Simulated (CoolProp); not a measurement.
The fluid at 311.31 K and 0.721 MPa is compressed adiabatically to 3.28 MPa with isentropic efficiency 0.7. The same conditions are run with several fluids, on thermodynamics alone (safety and materials aside).

Model: reference Helmholtz-energy equation of state of each fluid (R152A: Outcalt 1996; dry air: Lemmon 2000; hydrogen sulfide: Lemmon 2006; CF4 (R14): Platzer 1990), in CoolProp. The equations of Platzer and Polt are older, rougher fits. Blends and air are pseudo-pure fits.

Question: Rank R152A, dry air, hydrogen sulfide, CF4 (R14) by work (kJ/kg), highest first.

Answer: dry air (243), hydrogen sulfide (188), R152A (73.6), CF4 (R14) (68.5)

| fluid | final temperature (K) | final density (kg/m³) |
|---|---|---|
| R152A | 402.3 | 89.3 |
| dry air | 549.1 | 20.6 |
| hydrogen sulfide | 499.0 | 28.3 |
| CF4 (R14) | 405.6 | 87.8 |
